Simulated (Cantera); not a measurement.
## Thermodynamics of fluorocarbon and chlorocarbon gases, feed CH₃Cl + F₂

Feed: 1 mol CH₃Cl, 0.73 mol F₂, equilibrated at 0.0970 bar.

Cantera equilibrium calculation (NASA polynomials, part measured and part estimated; ideal gas, pure solids and liquids). Candidate condensed phases: C, C₆H₆, C₇H₈, C₈H₁₈; 135 gas species. Ions and electrons are included (thermal ionisation). The tables' values for CCl are old estimates; treat these amounts as uncertain. Rates play no part.

From 2227 °C to 2727 °C the condensed part is C(graphite). From 3227 °C to 4727 °C nothing is condensed. The main C-bearing gas is C₂H₂ (acetylene) at 2227 °C and C at 4727 °C.

```json
[
 {"T (°C)": "2227", "x HF": "0.513", "x H": "0.0264", "x HCl": "0.299", "x F": "0.000265", "x Cl": "0.0523", "x C": "1.72e-6", "x H₂": "0.107", "x C₃": "5.12e-6", "x C₂": "4.72e-7", "x CF": "8.65e-6", "n C(graphite)": "0.993"},
 {"T (°C)": "2727", "x HF": "0.441", "x H": "0.149", "x HCl": "0.141", "x F": "0.00470", "x Cl": "0.165", "x C": "0.000523", "x H₂": "0.0867", "x C₃": "0.00322", "x C₂": "0.000327", "x CF": "0.000544", "n C(graphite)": "0.912"},
 {"T (°C)": "3227", "x HF": "0.286", "x H": "0.314", "x HCl": "0.0268", "x F": "0.0441", "x Cl": "0.204", "x C": "0.0172", "x H₂": "0.0274", "x C₃": "0.0534", "x C₂": "0.0107", "x CF": "0.00689", "n C(graphite)": "0"},
 {"T (°C)": "3727", "x HF": "0.103", "x H": "0.425", "x HCl": "0.00445", "x F": "0.154", "x Cl": "0.178", "x C": "0.0812", "x H₂": "0.00690", "x C₃": "0.0176", "x C₂": "0.0171", "x CF": "0.0102", "n C(graphite)": "0"},
 {"T (°C)": "4227", "x HF": "0.0203", "x H": "0.456", "x HCl": "0.000917", "x F": "0.210", "x Cl": "0.159", "x C": "0.140", "x H₂": "0.00169", "x C₃": "0.00101", "x C₂": "0.00654", "x CF": "0.00369", "n C(graphite)": "0"},
 {"T (°C)": "4727", "x HF": "0.00435", "x H": "0.462", "x HCl": "0.000264", "x F": "0.222", "x Cl": "0.156", "x C": "0.152", "x H₂": "0.000501", "x C₃": "3.56e-5", "x C₂": "0.00149", "x CF": "0.000937", "n C(graphite)": "0"}
]
```
x: gas mole fraction; n: condensed amount in mol.
